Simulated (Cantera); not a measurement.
An adiabatic, constant-volume homogeneous reactor starts with H₂ : O₂ : N₂ = 1 : 0.333 : 1.25 (molar parts), equivalence ratio 1.5, at 1525 K and 2.57 atm.

Cantera simulation using GRI-Mech 3.0 (53 species, 325 reactions); the numbers are that mechanism's predictions, not measurements. The hydrogen kinetics of GRI-Mech 3.0 are dated; newer H2 mechanisms differ, most at raised pressure. Above 3000 K some thermodynamic fits are extrapolated.

Task: Predict: time of steepest temperature rise; temperature at 0.500 s; equilibrium temperature; x(H₂) at 0.500 s; x(O₂) at 0.500 s; x(O) at 0.500 s; x(NO) at 0.500 s; x(NO₂) at 0.500 s; x(OH) at 0.500 s; x(HO₂) at 0.500 s.

Result: 
```json
{
 "time_of_steepest_temperature_rise": "4.77 µs",
 "temperature at 0.500 s": "3110 K",
 "equilibrium_temperature": "3110 K",
 "x(H₂) at 0.500 s": "0.148 (gas-phase equilibrium 0.148)",
 "x(O₂) at 0.500 s": "0.00242 (gas-phase equilibrium 0.00242)",
 "x(O) at 0.500 s": "0.00368 (gas-phase equilibrium 0.00368)",
 "x(NO) at 0.500 s": "0.00480 (gas-phase equilibrium 0.00480)",
 "x(NO₂) at 0.500 s": "6.06e-7 (gas-phase equilibrium 6.06e-7)",
 "x(OH) at 0.500 s": "0.0233 (gas-phase equilibrium 0.0233)",
 "x(HO₂) at 0.500 s": "4.21e-6 (gas-phase equilibrium 4.21e-6)"
}
```
